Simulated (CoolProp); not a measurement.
Computed with CoolProp (reference Helmholtz-energy equation of state, Schroeder 2014).

Give the vapour pressure (bar), liquid cp (kJ/(kg K)), vapour Z, surface tension (mN/m) of saturated ethanol at 374.5, 422.8, 439 K.


```
T (K)  p (bar)  liquid cp (kJ/(kg K))  vapour Z  surface tension (mN/m)
-----  -------  ---------------------  --------  ----------------------
374.5     2.35                   3.19     0.944                    14.4
422.8     9.74                   3.83     0.860                    9.63
439       14.4                   4.05     0.820                    7.99
```

Surface tension comes from a separate correlation (Mulero 2012).
